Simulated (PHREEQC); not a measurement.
**Nickel, zinc or cadmium bath: an equilibrium model**

A solution holds 4.3 mmol/kgw CdSO4, 190 mmol/kgw KCl and 0.57 mmol/kgw FeSO4, at 13 °C. Closed to the air; pH follows from the charge balance.

All values are PHREEQC results (ion-association model, wateq4f.dat), not measurements.

No solid was allowed to form.

Problem. What pH, activity of water does the model give?

Solution. pH 6.17; activity of water 0.993.

Problem. In which forms is Cd present?

Solution. CdCl+ 61 %, CdCl2 23 %, Cd+2 12 %, CdCl3- 2.2 %, CdSO4 1.1 % of the Cd.

Species that the database lacks are ignored. At this temperature some constants are extrapolated from 25 °C, and those without enthalpy data are left unchanged.
